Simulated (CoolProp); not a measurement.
Computed with CoolProp (reference Helmholtz-energy equation of state, Lemmon 2006). It is a short technical equation, of lower accuracy than the large ones.

Task: Give the vapour pressure (kPa), enthalpy of vaporisation (kJ/kg), vapour Z of saturated R141b at 23.25, 35.35, 145.05 °C.

Result: 
| T (°C) | p (kPa) | enthalpy of vaporisation (kJ/kg) | vapour Z |
|---|---|---|---|
| 23.25 | 73.6 | 227 | 0.969 |
| 35.35 | 114 | 221 | 0.958 |
| 145.05 | 1650 | 149 | 0.739 |
